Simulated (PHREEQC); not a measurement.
**Leach liquor**

Dissolve 0.054 mol H2SO4, 0.021 mol ZnSO4 and 0.0074 mol Na2SO4 per kg of water at 25 °C. Closed to the air; pH follows from the charge balance.

All values are PHREEQC results (ion-association model, wateq4f.dat), not measurements.

No solid was allowed to form.

### Question
Estimate the pH.

### Answer
pH 1.31.

### Question
In which forms is Na present?

### Answer
Na+ 96 %, NaSO4- 3.7 % of the Na.
